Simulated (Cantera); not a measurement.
Charge: 1 mol (CH3)2SiCl2, 1.1 mol C2H2, 210 mol H2, equilibrated at 1.00 bar.

Method: chemical equilibrium by Gibbs-energy minimisation in Cantera with the NASA 1993 tables (ideal gas, pure condensed phases). Candidate condensed phases: C, C6H6, C7H8, C8H18, Si, SiC; 109 gas species. The feed counts by its element totals alone. The tables' values for SiCl are old estimates; treat these amounts as uncertain. Gases not in the tables: Si2H6 and higher silanes. Kinetics and transport are ignored.

x: gas mole fraction; n: condensed amount in mol.

```tsv
T (K)	x H2	x H	x HCl	x C2H2 (acetylene)	n C(graphite)	n SiC(s)
1998	0.988	0.00159	0.00926	0.000749	2.79	0.995
2073	0.987	0.00261	0.00924	0.00121	2.61	0.992
2148	0.984	0.00414	0.00922	0.00189	2.33	0.984
2223	0.981	0.00635	0.00918	0.00285	1.94	0.968
2298	0.977	0.00946	0.00914	0.00418	1.39	0.932
2373	0.970	…	0.00907	…	…	…
2448	0.962	…	0.00898	…	0	…
2523	0.952	0.0271	0.00884	0.00835	0	0.268
```

Question: Fill in the missing entries.

Answer: 
- 2373, x H: 0.0138
- 2373, x C2H2 (acetylene): 0.00597
- 2373, n C(graphite): 0.660
- 2373, n SiC(s): 0.855
- 2448, x H: 0.0195
- 2448, x C2H2 (acetylene): 0.00772
- 2448, n SiC(s): 0.682
